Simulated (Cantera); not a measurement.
## Catalytic stagnation flow on Pt

A jet of 2.26 % CH4, 12.9 % O2, 84.9 % N2 at 300 K and 0.0300 bar hits a platinum plate 9.7 cm away at a mass flux of 0.16 kg/m²/s; the plate temperature is set and raised in steps from an oxygen-covered start.

Cantera simulation using Deutschmann's 1995 Pt surface mechanism with GRI-Mech 3.0 gas chemistry; the numbers are that mechanism's predictions, not measurements. Catalytic surfaces can have several steady states; this one follows from the mechanism file's or the stated starting coverage.

| plate T (K) | wall x CH4 | wall x O2 | wall x H2O | wall x OH | wall x CO | wall x CO2 | θ free Pt | θ O* |
|---|---|---|---|---|---|---|---|---|
| 900 | 0.0180 | 0.119 | 0.00858 | 2.84e-8 | 7.76e-6 | 0.00562 | 0.253 | 0.746 |
| 950 | 0.0156 | 0.114 | 0.0130 | 9.62e-8 | 9.39e-6 | 0.00852 | 0.327 | 0.672 |
| 1000 | 0.0133 | 0.109 | 0.0172 | 2.73e-7 | 1.10e-5 | 0.0113 | 0.402 | 0.598 |
| 1050 | 0.0113 | 0.105 | 0.0209 | 6.83e-7 | 1.26e-5 | 0.0137 | 0.475 | 0.525 |
| 1100 | 0.00967 | 0.101 | 0.0238 | 1.53e-6 | 1.44e-5 | 0.0157 | 0.545 | 0.455 |
| 1150 | 0.00839 | 0.0988 | 0.0261 | 3.13e-6 | 1.67e-5 | 0.0172 | 0.610 | 0.389 |
| 1200 | 0.00745 | 0.0968 | 0.0277 | 5.90e-6 | 1.97e-5 | 0.0184 | 0.671 | 0.329 |
| 1250 | 0.00669 | 0.0953 | 0.0290 | 1.04e-5 | 2.36e-5 | 0.0193 | 0.725 | 0.275 |
x: mole fraction at the wall; θ: surface coverage.
